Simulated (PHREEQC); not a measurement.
Dissolve 61 mmol/kgw TMAH, 0.008 mmol/kgw CO2 and 110 mmol/kgw K3PO4 at 70 °C. Closed to the air; pH follows from the charge balance.

Model: ion-association model, phreeqc.dat, run in PHREEQC.

```json
[
 {"quantity": "pH", "before": "11.48", "after": "9.98"},
 {"quantity": "ionic strength (mol/kgw)", "before": "0.675", "after": "0.00503"},
 {"quantity": "HCO3- (mol/kgw)", "before": "9.90e-8", "after": "4.18e-8"}
]
```

Which change was made?
A) K3PO4 replaced by KHF2 at the same molality
B) 0.019 mol/kgw HF added
C) 0.03 mol/kgw CaCl2 added
D) diluted 100-fold with water
E) temperature from 70 to 55 °C

D, diluted 100-fold with water

This is a speciation only: nothing precipitates in the calculation. (CH3)4N+ isn't in the database: it is added as a free cation with an ion size of 4 Å. At this temperature some constants are extrapolated from 25 °C, and those without enthalpy data are left unchanged.
